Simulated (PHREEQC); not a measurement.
# Nickel, zinc or cadmium bath: speciation

Consider water at 84 °C with 0.16 mol/kgw ZnSO4. It is in equilibrium with CO2 at log p = -3.5 (atm). Otherwise closed; pH follows from the charge balance.

Computed with PHREEQC (ion-association model, phreeqc.dat).

Precipitation was switched off in this run.

### Question
Estimate the pH, ionic strength.

### Answer
pH 4.96; ionic strength 0.304 mol/kgw.

### Question
In which forms is C present?

### Answer
CO2 84 %, ZnHCO3+ 11 %, HCO3- 5.2 % of the C.

Species that the database lacks are ignored. Constants without temperature data keep their 25 °C values here.
